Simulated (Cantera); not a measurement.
Feed: 1 mol SiHCl3, 0.045 mol HCl, 58 mol H2, at 0.290 bar.

Method: chemical equilibrium by Gibbs-energy minimisation in Cantera with the NASA 1993 tables (ideal gas, pure condensed phases). Candidate condensed phases: Si; 19 gas species. The tables' values for SiCl, SiCl3 are old estimates; treat these amounts as uncertain. Gases not in the tables: Si2H6 and higher silanes. Equilibrium is a limit: real reactors are often held back by kinetics, nucleation or transport.

### Question
At 2148 K, list the 4 most abundant gas species with their mole fractions, and the condensed phases.

### Answer
H2 0.945, HCl 0.0422, H 0.00752, SiCl2 0.00384. Condensed: Si(l).
